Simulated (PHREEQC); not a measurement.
0.064 g of hydrous ferric oxide (600 m²/g; 0.2 weak and 0.005 strong sites per Fe, Dzombak-Morel constants, diffuse double layer) in 1 kg of water with 0.01 mol/kgw of an inert sodium salt and 3e-05 mol/kgw SrCl2, at 25 °C; the pH is set by adding NaOH or the inert anion's acid. Oxygen alone is held at its pressure in air (log pO2 = -0.68). No CO2 enters from the air. Precipitation was switched off in this run.

The numbers come from PHREEQC with the ion-association model, wateq4f.dat.

```json
[
 {"pH": "4", "Sr sorbed (%)": "0.0", "surface charge σ (C/m²)": "0.216", "surface potential ψ (mV)": "185"},
 {"pH": "4.5", "Sr sorbed (%)": "0.0", "surface charge σ (C/m²)": "0.161", "surface potential ψ (mV)": "___"},
 {"pH": "5", "Sr sorbed (%)": "0.0", "surface charge σ (C/m²)": "0.114", "surface potential ψ (mV)": "___"},
 {"pH": "5.5", "Sr sorbed (%)": "0.0", "surface charge σ (C/m²)": "0.077", "surface potential ψ (mV)": "132"},
 {"pH": "6", "Sr sorbed (%)": "0.0", "surface charge σ (C/m²)": "0.050", "surface potential ψ (mV)": "110"},
 {"pH": "6.5", "Sr sorbed (%)": "0.0", "surface charge σ (C/m²)": "0.030", "surface potential ψ (mV)": "86"},
 {"pH": "7", "Sr sorbed (%)": "0.2", "surface charge σ (C/m²)": "___", "surface potential ψ (mV)": "61"},
 {"pH": "7.5", "Sr sorbed (%)": "1.2", "surface charge σ (C/m²)": "0.008", "surface potential ψ (mV)": "34"},
 {"pH": "8", "Sr sorbed (%)": "5.4", "surface charge σ (C/m²)": "0.002", "surface potential ψ (mV)": "8"},
 {"pH": "8.5", "Sr sorbed (%)": "___", "surface charge σ (C/m²)": "-0.004", "surface potential ψ (mV)": "-17"},
 {"pH": "9", "Sr sorbed (%)": "19.4", "surface charge σ (C/m²)": "-0.011", "surface potential ψ (mV)": "-42"},
 {"pH": "9.5", "Sr sorbed (%)": "45.4", "surface charge σ (C/m²)": "-0.018", "surface potential ψ (mV)": "___"},
 {"pH": "10", "Sr sorbed (%)": "78.8", "surface charge σ (C/m²)": "-0.027", "surface potential ψ (mV)": "-80"},
 {"pH": "10.5", "Sr sorbed (%)": "___", "surface charge σ (C/m²)": "___", "surface potential ψ (mV)": "-100"},
 {"pH": "11", "Sr sorbed (%)": "99.2", "surface charge σ (C/m²)": "-0.065", "surface potential ψ (mV)": "-121"},
 {"pH": "11.5", "Sr sorbed (%)": "99.8", "surface charge σ (C/m²)": "-0.101", "surface potential ψ (mV)": "-138"},
 {"pH": "12", "Sr sorbed (%)": "99.9", "surface charge σ (C/m²)": "-0.151", "surface potential ψ (mV)": "-147"}
]
```

Q: Some entries are withheld; supply them.

A: 
- 4.5, surface potential ψ (mV): 170
- 5, surface potential ψ (mV): 152
- 7, surface charge σ (C/m²): 0.017
- 8.5, Sr sorbed (%): 11.1
- 9.5, surface potential ψ (mV): -63
- 10.5, Sr sorbed (%): 95.4
- 10.5, surface charge σ (C/m²): -0.041

Complexes and solids missing from the database can't appear.
